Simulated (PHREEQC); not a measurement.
## Ultrapure water in contact with air or piping: speciation

Synthetic water in mg/L, 25 °C, pH 6.88, pe 8.8: Na 0.294; K 0.448; Ca 0.44; Mg 0.0853; Cl 0.987; S(6) as SO4 0.951; Alkalinity as HCO3 0.417; Br 0.000878.

Valence states are taken as typed.

Equilibrium calculation in PHREEQC: ion-association model, wateq4f.dat.

Precipitation was switched off in this run.

**Question.** Predict the charge-balance error.

**Answer.** charge-balance error -1.2 %.

**Question.** In which forms is C present?

**Answer.** HCO3- 77 %, CO2 23 % of the C.
